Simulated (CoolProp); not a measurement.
The numbers come from the reference Helmholtz-energy equation of state, Lemmon 2006 in CoolProp. It is a short technical equation, of lower accuracy than the large ones.

**Question.** Give the vapour pressure (bar), liquid density (kg/m³), vapour density (kg/m³), enthalpy of vaporisation (kJ/kg) of saturated nitrous oxide at 215.6, 240.2, 258.7 K.

**Answer.** 
| T (K) | p (bar) | liquid density (kg/m³) | vapour density (kg/m³) | enthalpy of vaporisation (kJ/kg) |
|---|---|---|---|---|
| 215.6 | 4.77 | 1130 | 12.7 | 336 |
| 240.2 | 12.0 | 1050 | 30.9 | 300 |
| 258.7 | 21.1 | 975 | 55.4 | 266 |
